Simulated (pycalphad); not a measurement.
An equivalent pycalphad script:

```python
from pycalphad import Database, equilibrium, calculate, variables as v
import numpy as np
db = Database('COST507.tdb')
comps = ['AL', 'SI', 'FE', 'VA']
phases = ['AL13FE4', 'AL2FE', 'AL5FE2', 'AL5FE4', 'ALFESI_ALPHA', 'ALFESI_BETA', 'ALFESI_DELTA', 'ALFESI_GAMMA', 'ALFESI_TAU1', 'ALFESI_TAU3', 'BCC_B2', 'DIAMOND_A4', 'FCC_A1', 'FE2SI', 'FE5SI3', 'FESI', 'FESI2_H', 'FESI2_L', 'LIQUID']
eq = equilibrium(db, comps, phases, {v.X('SI'): 0.0409, v.X('FE'): 0.0025, v.T: np.arange(1850, 499, -75), v.P: 101325, v.N: 1}, output=['HM', 'SM'])
```

CALPHAD calculation (pycalphad, COST 507 light-alloy database (1999)), 1 atm. These are 1990s assessments: newer ones move some temperatures and phases. Amounts are mole fractions of atoms.

Results at three of the temperatures:

```
T = 1400.00 K, P = 101325 Pa, N = 1 mol of atoms
G = -75910 J/mol, H = 44356 J/mol, S = 85.90 J/(mol K)  (SER reference)
chemical potentials (J/mol): Al -74908, Si -91762, Fe -200030
phase             fraction      x(Al)      x(Si)      x(Fe)
LIQUID              1.0000     0.9566     0.0409     0.0025
```

```
T = 875.00 K, P = 101325 Pa, N = 1 mol of atoms
G = -34534 J/mol, H = 21522 J/mol, S = 64.06 J/(mol K)  (SER reference)
chemical potentials (J/mol): Al -34475, Si -29335, Fe -142018
phase             fraction      x(Al)      x(Si)      x(Fe)
FCC_A1              0.5877     0.9904     0.0096   6.13e-05
LIQUID              0.4090     0.9102     0.0850     0.0048
ALFESI_BETA         0.0034     0.7000     0.1500     0.1500
```

```
T = 725.00 K, P = 101325 Pa, N = 1 mol of atoms
G = -26156 J/mol, H = 11395 J/mol, S = 51.79 J/(mol K)  (SER reference)
chemical potentials (J/mol): Al -26188, Si -18450, Fe -140093
phase             fraction      x(Al)      x(Si)      x(Fe)
FCC_A1              0.9494     0.9953     0.0047   3.66e-06
DIAMOND_A4          0.0340    5.7e-08     1.0000       none
ALFESI_BETA         0.0166     0.7000     0.1500     0.1500
```

Changes of the phase set, refined by bisection:

```csv
T (K),phases above,phases below
906.2,LIQUID,FCC_A1 + LIQUID
879.4,FCC_A1 + LIQUID,ALFESI_BETA + FCC_A1 + LIQUID
848.9,ALFESI_BETA + FCC_A1 + LIQUID,ALFESI_BETA + DIAMOND_A4 + FCC_A1
```

Database names, with the compositions (at.%) that they take in these runs: ALFESI_BETA: Al 70 Si 15 Fe 15. FCC_A1 is fcc; DIAMOND_A4 is diamond (Si). An entry "none" or "no" means that the model of the phase leaves that element out.
